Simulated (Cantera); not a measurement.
Input (Python, Cantera):

```python
import numpy as np
import cantera as ct

gas = ct.Solution("gri30.yaml", transport_model="mixture-averaged")
show = ['H2O', 'CH4', 'OH']

rows = []
print(f"{'T/K':>7s}{'rho':>11s}{'cp':>10s}{'mu':>11s}{'lambda':>11s}{'Pr':>7s}" + "".join(f"{'D_' + s:>11s}" for s in show))
for T in [400, 600, 800, 1000, 1200, 1400, 1600, 1800]:
    gas.TPX = T, 500000, {'NO': 1}
    Pr = gas.cp_mass * gas.viscosity / gas.thermal_conductivity
    D = [gas.mix_diff_coeffs_mole[gas.species_index(s)] for s in show]
    rows.append([gas.density, gas.cp_mass, gas.viscosity, gas.thermal_conductivity, Pr, *D])
    print(f"{T:7g}{gas.density:11.4e}{gas.cp_mass:10.1f}{gas.viscosity:11.4e}"
          f"{gas.thermal_conductivity:11.4e}{Pr:7.3f}" + "".join(f"{d:11.4e}" for d in D))
print("SI units: kg/m3, J/kg/K, Pa s, W/m/K, m2/s")
```

Result:

```
    T/K        rho        cp         mu     lambda     Pr      D_H2O      D_CH4       D_OH
    400 4.5111e+00     998.6 2.3120e-05 3.2415e-02  0.712 7.9219e-06 7.4731e-06 1.0474e-05
    600 3.0074e+00    1040.9 3.0618e-05 4.5123e-02  0.706 1.6835e-05 1.5039e-05 2.0852e-05
    800 2.2556e+00    1092.2 3.7097e-05 5.7252e-02  0.708 2.8188e-05 2.4478e-05 3.3778e-05
   1000 1.8044e+00    1132.7 4.2948e-05 6.8643e-02  0.709 4.1671e-05 3.5597e-05 4.9001e-05
   1200 1.5037e+00    1159.2 4.8363e-05 7.9343e-02  0.707 5.7077e-05 4.8265e-05 6.6347e-05
   1400 1.2889e+00    1181.0 5.3449e-05 8.9432e-02  0.706 7.4264e-05 6.2385e-05 8.5686e-05
   1600 1.1278e+00    1198.6 5.8275e-05 9.8988e-02  0.706 9.3125e-05 7.7883e-05 1.0692e-04
   1800 1.0025e+00    1212.8 6.2887e-05 1.0808e-01  0.706 1.1358e-04 9.4696e-05 1.2995e-04
SI units: kg/m3, J/kg/K, Pa s, W/m/K, m2/s
```

Detailed kinetics in Cantera: GRI-Mech 3.0 (53 species, 325 reactions). The composition is frozen, though it would react at the higher temperatures.
